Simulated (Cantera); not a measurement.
Cantera run:

```python
import numpy as np
import cantera as ct

gas_names = """
    B BH BH2 BH3 BN BO BO2 B2 B2O B2O2 B2O3 B3O3H3 H HBO HBO2 HNO HNO2 HNO3 HO2 H2 H2O H2O2 H3B3O6 N NH
    NH2 NH3 NH2OH NO NO2 NO3 N2 N2H2 N2H4 N2O O OH O2 O3
""".split()
cond_names = """
    B(b) B(L) BN(s) B2O3(L) B3O3H3(cr) H2O(s) H2O(L)
""".split()


# ... load() reads the species with a 1 bar reference pressure and builds the phases ...
atoms = {
    'BN': {'B': 1, 'N': 1},
    'H2O': {'H': 2, 'O': 1},
}
top_T = {'BN(s)': 3200}  # K; cautious upper limits of use, not melting points


# ... equilibrate(T, P, feed) seeds the gas with the atoms and calls Mixture.equilibrate('TP', solver="vcs", rtol=1e-11, max_steps=5000) ...
results = []
feed = {'BN': 1, 'H2O': 0.46}  # mol
P = 17000  # Pa
for T in [1248, 1298, 1348, 1398, 1448, 1498, 1548, 1598, 1648, 1698, 1748, 1798, 1848, 1898]:
    mix = equilibrate(T, P, feed)
    results.append((T, P, feed, dict(zip(mix.species_names, mix.species_moles))))

top = {s: max(r[3][s] / sum(r[3][g] for g in gas_names) for r in results) for s in gas_names}
cols = sorted((s for s in top if top[s] > 1e-05), key=lambda s: -top[s])[:7]
seen = [c for c in cond_names if any(r[3].get(c, 0) > 1e-12 for r in results)]
print("log10 of partial pressures in bar; condensed amounts in mol")
print(f"{'T/K':>10s}" + "".join(f"{s[:9]:>10s}" for s in cols + seen))
for T, P, feed, n in results:
    ng = sum(n[g] for g in gas_names)
    print(f"{T:10.4g}" + "".join(f"{np.log10(max(n[s] / ng * P / 1e5, 1e-99)):10.3f}" for s in cols)
          + "".join(f"{n.get(c, 0):10.4g}" for c in seen))
```

It prints:

```
log10 of partial pressures in bar; condensed amounts in mol
       T/K        H2        N2      B2O3       HBO      HBO2      B2O2       H2O     BN(s)   B2O3(L)
      1248    -0.896    -1.373    -7.382    -6.066    -4.501   -10.005    -3.413    0.6943    0.1528
      1298    -0.896    -1.373    -6.754    -5.600    -4.233    -9.156    -3.423    0.6943    0.1527
      1348    -0.896    -1.373    -6.175    -5.169    -3.987    -8.371    -3.433    0.6943    0.1526
      1398    -0.896    -1.373    -5.640    -4.771    -3.760    -7.645    -3.443    0.6944    0.1525
      1448    -0.896    -1.373    -5.143    -4.401    -3.549    -6.970    -3.453    0.6945    0.1522
      1498    -0.897    -1.374    -4.681    -4.057    -3.355    -6.342    -3.463    0.6946    0.1517
      1548    -0.898    -1.374    -4.251    -3.735    -3.174    -5.755    -3.474    0.6947    0.1509
      1598    -0.900    -1.375    -3.849    -3.435    -3.005    -5.207    -3.485    0.6949    0.1496
      1648    -0.902    -1.377    -3.473    -3.155    -2.849    -4.693    -3.497    0.6949    0.1474
      1698    -0.907    -1.380    -3.120    -2.892    -2.704    -4.209    -3.512    0.6948    0.1436
      1748    -0.915    -1.384    -2.789    -2.646    -2.570    -3.754    -3.530    0.6941    0.1371
      1798    -0.929    -1.391    -2.477    -2.418    -2.448    -3.325    -3.554    0.6924    0.1253
      1848    -0.954    -1.402    -2.183    -2.207    -2.340    -2.917    -3.590    0.6884    0.1037
      1898    -0.997    -1.422    -1.906    -2.016    -2.250    -2.530    -3.648    0.6794   0.06199
```

These are equilibrium values from Cantera (NASA tables, ideal gas, pure condensed phases), not measurements of a reactor. Mutual solubility and eutectic melting of coexisting phases are not modelled. Gases not in the tables: H3BO3.
